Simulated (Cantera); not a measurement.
# Calcination and drying: MgSO4 + H2 + O2

Feed: 1 mol MgSO4, 2 mol H2, 6.6 mol O2, equilibrated at 998.15 K and 84.0 Pa.

Cantera equilibrium calculation (NASA polynomials, part measured and part estimated; ideal gas, pure solids and liquids). Candidate condensed phases: H2O, H2SO4, Mg, MgO, Mg(OH)2, MgS, MgSO4, S; 26 gas species. Rates play no part.

The x(O2) is 0.670. The x(H2O) is 0.220 and the x(SO2) is 0.106. The x(SO3) is 0.00462. The x(OH) is 1.29e-6 and the n(MgO(s)) is 1.00 mol. The gas amount is 9.079 mol, the log10 activity of H2SO4(l) (absent) is -12.91 and the log10 activity of S(l) (absent) is -16.27. The log10 activity of Mg(l) (absent) is -24.19.
